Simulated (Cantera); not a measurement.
Pyrogenic steam for wet oxidation

An isothermal, constant-pressure homogeneous reactor starts with H₂ : O₂ : N₂ = 0.48 : 0.65 : 5.5 (molar parts), at 1300 K and 13000 Pa.

Computed with Cantera and the H2/O2 subset of GRI-Mech 3.0, which has no nitrogen chemistry. The temperature is held fixed by assumption; the heat of reaction is taken as removed at once.

| t (s) | x H₂ | x O₂ | x HO₂ | x OH | x H₂O | x H₂O₂ | x H |
|---|---|---|---|---|---|---|---|
| 4.00e-6 | 0.0724 | 0.0980 | 1.46e-9 | 7.92e-11 | 2.81e-11 | <1e-12 | 1.39e-9 |
| 1.13e-5 | 0.0724 | 0.0980 | 4.11e-9 | 4.64e-10 | 4.89e-10 | 2.95e-12 | 3.99e-9 |
| 3.17e-5 | 0.0724 | 0.0980 | 1.16e-8 | 2.68e-9 | 7.80e-9 | 2.30e-11 | 1.54e-8 |
| 8.94e-5 | 0.0724 | 0.0980 | 3.45e-8 | 3.62e-8 | 2.07e-7 | 1.77e-10 | 1.83e-7 |
| 0.000252 | 0.0722 | 0.0980 | 1.15e-6 | 1.87e-5 | 0.000123 | 4.82e-9 | 9.32e-5 |
| 0.000710 | 0.00604 | 0.0640 | 4.14e-6 | 0.00327 | 0.0520 | 3.40e-7 | 0.0262 |
| 0.00200 | 0.00393 | 0.0636 | 4.23e-6 | 0.00262 | 0.0629 | 4.04e-7 | 0.0116 |
| 0.00563 | 0.00119 | 0.0636 | 3.69e-6 | 0.00142 | 0.0722 | 3.66e-7 | 0.00165 |
| 0.0159 | 0.000146 | 0.0640 | 1.63e-6 | 0.000490 | 0.0747 | 1.49e-7 | 6.73e-5 |
| 0.0447 | 1.72e-5 | 0.0641 | 3.31e-7 | 0.000170 | 0.0750 | 3.89e-8 | 2.78e-6 |
| 0.126 | 3.10e-6 | 0.0641 | 7.11e-8 | 7.33e-5 | 0.0751 | 1.06e-8 | 2.21e-7 |
| 0.355 | 7.72e-7 | 0.0642 | 2.05e-8 | 3.70e-5 | 0.0751 | 3.25e-9 | 2.83e-8 |
| 1.00 | 2.37e-7 | 0.0642 | 9.40e-9 | 2.06e-5 | 0.0751 | 1.12e-9 | 4.92e-9 |
x: mole fraction; the columns are a selection and need not sum to one.

Equilibrium at this temperature and pressure: H₂ 7.19e-8, O₂ 0.0642, HO₂ 8.01e-9, OH 1.13e-5, H₂O 0.0751, H₂O₂ 3.76e-10, H 8.28e-10 (gas phase only).
